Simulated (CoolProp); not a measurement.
Vapour-liquid equilibrium of dimethyl ether (1) + 1-butene (2) at 232.7 K; x and y are mole fractions of (1).

Computed with CoolProp (multi-fluid Helmholtz-energy mixture model, Wu 2011 and Lemmon 2005; pair parameters Bell 2016).

```
x     bubble pressure, mixture model (MPa)  bubble pressure, Raoult's law (MPa)  y, mixture model  y, Raoult's law
----  ------------------------------------  -----------------------------------  ----------------  ---------------
0.05                               0.02359                              0.02267             0.140            0.107
0.2                                    [?]                              0.02675               [?]            0.363
0.35                               0.03459                              0.03084               [?]            0.551
0.5                                0.03868                              0.03493             0.696            0.695
0.65                               0.04214                              0.03902             0.790            0.809
0.8                                    [?]                              0.04311             0.876            0.901
0.95                               0.04777                              0.04720             0.967            0.977
```

**Question.** What belongs in the gaps?

**Answer.** 
- 0.2, bubble pressure, mixture model (MPa): 0.02964
- 0.2, y, mixture model: 0.415
- 0.35, y, mixture model: 0.580
- 0.8, bubble pressure, mixture model (MPa): 0.04513

The largest gap from Raoult's law is +12.2 % in bubble pressure, at x = 0.35. No azeotrope shows between x = 0.05 and 0.95.

Pair parameters are fitted to limited data, so mixtures are less certain than the pure fluids.
